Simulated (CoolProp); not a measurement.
Vapour-liquid equilibrium of ethylbenzene (1) + n-nonane (2) at 226.95 °C; x and y are mole fractions of (1).

The numbers come from the multi-fluid Helmholtz-energy mixture model, Zhou 2012 and Lemmon 2006; pair parameters Bell 2016 in CoolProp.

```
x      bubble pressure, mixture model (MPa)  bubble pressure, Raoult's law (MPa)  y, mixture model  y, Raoult's law
-----  ------------------------------------  -----------------------------------  ----------------  ---------------
0.05                                 0.5458                               0.5426             0.066            0.065
0.125                                0.5632                               0.5553             0.160            0.158
0.2                                  0.5802                               0.5680             0.249            0.248
0.275                                0.5967                               0.5807             0.333            0.333
0.35                                 0.6124                               0.5934             0.412            0.415
0.425                                0.6272                               0.6061             0.487            0.493
0.5                                  0.6410                               0.6188             0.558            0.568
0.575                                0.6539                               0.6315             0.627            0.641
0.65                                 0.6655                               0.6442             0.693            0.710
0.725                                0.6761                               0.6570             0.758            0.776
0.8                                  0.6854                               0.6697             0.823            0.840
0.875                                0.6934                               0.6824             0.888            0.902
0.95                                 0.7000                               0.6951             0.954            0.962
```

The largest gap from Raoult's law is +3.6 % in bubble pressure, at x = 0.5. No azeotrope shows between x = 0.05 and 0.95.

The pair parameters rest on a limited set of measurements; away from them the model extrapolates.
